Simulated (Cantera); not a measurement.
A closed system holds: 1 mol SiH2Cl2, 9.6 mol H2, held at 1748.15 K and 1.33 mbar.

Method: chemical equilibrium by Gibbs-energy minimisation in Cantera with the NASA 1993 tables (ideal gas, pure condensed phases). Candidate condensed phases: Si; 19 gas species. The tables' values for SiCl, SiCl3 are old estimates; treat these amounts as uncertain. Gases not in the tables: Si2H6 and higher silanes. Rates play no part.

Base state: H2 0.858, HCl 0.0971, SiCl2 0.0366, H 0.00580, Si 0.00109, Cl 0.000507, SiCl 0.000498, SiCl3 8.95e-5 (mole fractions); condensed: Si(l).

Problem. What changes in the equilibrium state with this change: 0.32 mol H2O added?

Solution. 
```tsv
species	before	after
H2	0.858	0.839
HCl	0.0971	0.0929
SiCl2	0.0366	0.0343
SiO	0	0.0260
SiCl3	8.95e-5	8.11e-5
SiCl	0.000498	0.000482
Cl	0.000507	0.000490
SiH2	1.76e-5	1.72e-5
Si(l), mol	0.553	0.237
```
Further candidate phases: H2O, SiO2.
